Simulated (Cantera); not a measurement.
Input: 1 mol HgO, 0.25 mol H2, 98 mol N2, at 575 K and 4.60 bar.

Equilibrium computed with Cantera from the NASA thermochemical tables; the gas is ideal and each condensed phase is pure. Candidate condensed phases: H2O, Hg, HgO; 25 gas species. Equilibrium is a limit: real reactors are often held back by kinetics, nucleation or transport.

Base state: N2 0.993, Hg 0.00355, H2O 0.00253, O2 0.000508 (mole fractions); condensed: HgO(s).

**Question.** What changes in the equilibrium state with this change: temperature from 575 K to 1100 K?

**Answer.** 
| species | before | after |
|---|---|---|
| N2 | 0.993 | 0.984 |
| Hg | 0.00355 | 0.0100 |
| O2 | 0.000508 | 0.00376 |
| NO | <1e-9 | 1.27e-5 |
| H2O | 0.00253 | 0.00251 |
| HgO(s), mol | 0.650 | 0 |

**Question.** What changes in the equilibrium state with this change: temperature from 575 K to 723.15 K?

**Answer.** 
```csv
species,before,after
N2,0.993,0.984
Hg,0.00355,0.0100
O2,0.000508,0.00376
H2O,0.00253,0.00251
"HgO(s), mol",0.650,0
```

**Question.** What changes in the equilibrium state with this change: pressure from 4.60 bar to 0.000490 bar?

**Answer.** 
```tsv
species	before	after
N2	0.993	0.984
Hg	0.00355	0.0100
O2	0.000508	0.00376
H2O	0.00253	0.00251
HgO(s), mol	0.650	0
```
